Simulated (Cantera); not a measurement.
## Thermodynamics of fluorocarbon and chlorocarbon gases, feed CH2F2 + F2 + H2

Input: 1 mol CH2F2, 0.22 mol F2, 0.57 mol H2, equilibrated at 2075 °C and 13.3 mbar.

Cantera equilibrium calculation (NASA polynomials, part measured and part estimated; ideal gas, pure solids and liquids). Candidate condensed phases: C, C6H6, C7H8, C8H18; 95 gas species. Equilibrium is a limit: real reactors are often held back by kinetics, nucleation or transport.

```yaml
x(HF): 0.859
x(H2): 0.105
x(H): 0.0348
x(C2H2 (acetylene)): 0.000577
x(F): 0.000388
x(C2H): 9.67e-6
x(CF): 7.69e-6
x(C3): 3.00e-6
x(C): 1.35e-6
n(C(graphite)): 0.997 mol
gas_amount: 2.840 mol
```
